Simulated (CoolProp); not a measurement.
Saturation properties of sulfur hexafluoride.

Values from CoolProp's reference Helmholtz-energy equation of state, Guder 2009.

| T (K) | p (bar) | enthalpy of vaporisation (kJ/kg) | liquid viscosity (µPa s) | liquid conductivity (mW/(m K)) |
|---|---|---|---|---|
| 229.5 | 2.954 | 108.1 | 376 | 74.9 |
| 232.7 | 3.349 | 106.7 | 359 | 74.0 |
| 235.9 | ___ | 105.2 | 341 | 73.2 |
| 239.1 | 4.259 | ___ | 325 | 72.3 |
| 242.3 | 4.778 | 102.2 | 309 | ___ |
| 245.6 | 5.361 | 100.5 | 293 | 70.4 |
| 248.8 | 5.976 | 98.85 | 278 | 69.4 |
| 252 | 6.642 | 97.14 | 264 | ___ |
| 255.2 | 7.361 | 95.37 | 250 | 67.5 |
| 258.4 | 8.137 | 93.53 | 237 | 66.5 |
| 261.6 | 8.971 | 91.62 | 225 | 65.5 |
| 264.8 | 9.867 | 89.63 | 213 | ___ |

Problem. Fill in the missing entries.

Solution. 
- 235.9, p (bar): 3.784
- 239.1, enthalpy of vaporisation (kJ/kg): 103.7
- 242.3, liquid conductivity (mW/(m K)): 71.3
- 252, liquid conductivity (mW/(m K)): 68.5
- 264.8, liquid conductivity (mW/(m K)): 64.4

Viscosity comes from a separate model (Quiñones-Cisneros 2012). Thermal conductivity comes from a separate model (Assael 2012).
